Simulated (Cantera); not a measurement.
Charge: 1 mol CH3Cl, 0.63 mol Si, 0.41 mol H2, equilibrated at 1398.15 K and 0.0370 bar.

Equilibrium computed with Cantera from the NASA thermochemical tables; the gas is ideal and each condensed phase is pure. Candidate condensed phases: C, C6H6, C7H8, C8H18, Si, SiC; 109 gas species. The tables' values for SiCl3 are old estimates; treat these amounts as uncertain. Equilibrium is a limit: real reactors are often held back by kinetics, nucleation or transport.

Base state: H2 0.601, HCl 0.389, SiCl4 0.00357, SiCl2 0.00353, SiCl3 0.00172, SiHCl3 0.000388, CH4 5.84e-5, H 1.91e-5 (mole fractions); condensed: C(graphite) + SiC(s).

### Question
What changes in the equilibrium state with this change: CH3Cl replaced by c-C4F8?

### Answer
| species | before | after |
|---|---|---|
| CF4 | 0 | 0.445 |
| HF | 0 | 0.314 |
| SiF4 | 0 | 0.241 |
| H2 | 0.601 | 1.03e-9 |
| HCl | 0.389 | 0 |
| SiCl4 | 0.00357 | 0 |
| SiCl2 | 0.00353 | 0 |
| SiCl3 | 0.00172 | 0 |
| SiHCl3 | 0.000388 | 0 |
| CH4 | 5.84e-5 | <1e-9 |
| C(graphite), mol | 0.392 | 2.83 |
| SiC(s), mol | 0.608 | 0 |
The feed counts by its element totals alone. Gases not in the tables: C2F6 and larger saturated fluorocarbons.
